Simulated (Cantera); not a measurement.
Charge: 1 mol MgCO3, 2.4 mol O2, 25 mol N2, held at 1575 °C and 12800 Torr.

Method: chemical equilibrium by Gibbs-energy minimisation in Cantera with the NASA 1993 tables (ideal gas, pure condensed phases). Candidate condensed phases: C, Mg, MgCO3, MgO; 28 gas species. Equilibrium is a limit: real reactors are often held back by kinetics, nucleation or transport.

Base state: N2 0.879, O2 0.0829, CO2 0.0352, NO 0.00323, NO2 1.91e-5, O 1.32e-5 (mole fractions); condensed: MgO(s).

Task: What changes in the equilibrium state with this change: temperature from 1575 °C to 875 °C?

Result: 
| species | before | after |
|---|---|---|
| N2 | 0.879 | 0.880 |
| O2 | 0.0829 | 0.0845 |
| CO2 | 0.0352 | 0.0352 |
| NO | 0.00323 | 8.67e-5 |
| O | 1.32e-5 | <1e-9 |
| NO2 | 1.91e-5 | 4.99e-6 |
| MgO(s), mol | 1.00 | 1.00 |
